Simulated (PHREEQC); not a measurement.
0.087 g of hydrous ferric oxide (600 m²/g; 0.2 weak and 0.005 strong sites per Fe, Dzombak-Morel constants, diffuse double layer) in 1 kg of water with 0.3 mol/kgw of an inert sodium salt and 0.14 mmol/kgw PbCl2, at 25 °C; the pH is set by adding NaOH or the inert anion's acid. Oxygen alone is held at its pressure in air (log pO2 = -0.68). The system is closed to CO2. No solid was allowed to form.

Equilibrium calculation in PHREEQC: ion-association model, wateq4f.dat.

```json
[
 {"pH": "3", "Pb sorbed (%)": "0.3", "surface charge σ (C/m²)": "0.368", "surface potential ψ (mV)": "126"},
 {"pH": "3.38", "Pb sorbed (%)": "1.2", "surface charge σ (C/m²)": "0.365", "surface potential ψ (mV)": "125"},
 {"pH": "3.75", "Pb sorbed (%)": "2.6", "surface charge σ (C/m²)": "0.358", "surface potential ψ (mV)": "124"},
 {"pH": "4.5", "Pb sorbed (%)": "3.9", "surface charge σ (C/m²)": "0.320", "surface potential ψ (mV)": "118"},
 {"pH": "4.88", "Pb sorbed (%)": "5.8", "surface charge σ (C/m²)": "0.285", "surface potential ψ (mV)": "113"},
 {"pH": "5.25", "Pb sorbed (%)": "12.9", "surface charge σ (C/m²)": "0.247", "surface potential ψ (mV)": "106"},
 {"pH": "5.62", "Pb sorbed (%)": "30.7", "surface charge σ (C/m²)": "0.218", "surface potential ψ (mV)": "99"},
 {"pH": "6.38", "Pb sorbed (%)": "72.5", "surface charge σ (C/m²)": "0.200", "surface potential ψ (mV)": "95"},
 {"pH": "6.75", "Pb sorbed (%)": "83.6", "surface charge σ (C/m²)": "0.197", "surface potential ψ (mV)": "94"},
 {"pH": "7.12", "Pb sorbed (%)": "90.1", "surface charge σ (C/m²)": "0.189", "surface potential ψ (mV)": "92"},
 {"pH": "7.5", "Pb sorbed (%)": "93.8", "surface charge σ (C/m²)": "0.175", "surface potential ψ (mV)": "89"},
 {"pH": "8.25", "Pb sorbed (%)": "95.7", "surface charge σ (C/m²)": "0.146", "surface potential ψ (mV)": "80"},
 {"pH": "8.62", "Pb sorbed (%)": "94.9", "surface charge σ (C/m²)": "0.133", "surface potential ψ (mV)": "76"},
 {"pH": "9", "Pb sorbed (%)": "93.0", "surface charge σ (C/m²)": "0.118", "surface potential ψ (mV)": "70"}
]
```

The oxide is taken as insoluble; below pH 4 it would dissolve.
